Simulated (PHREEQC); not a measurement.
Dissolve 0.11 mol/kgw NH4Cl and 0.0078 mol/kgw K2HPO4 at 66 °C. Closed to the air; pH follows from the charge balance.

All values are PHREEQC results (ion-association model, wateq4f.dat), not measurements.

Precipitation was switched off in this run.

**Question.** Order these P species by the share of P that they hold, largest first: KHPO4-, HPO4-2, H2PO4-.

**Answer.** HPO4-2 (53 %), H2PO4- (47 %), KHPO4- (0.50 %)

The pH is 6.80 and the ionic strength 0.126 mol/kgw. Complexes and solids missing from the database can't appear. H3PO4, which wateq4f.dat lacks, is added to it with the constant of phreeqc.dat. At this temperature some constants are extrapolated from 25 °C, and those without enthalpy data are left unchanged.
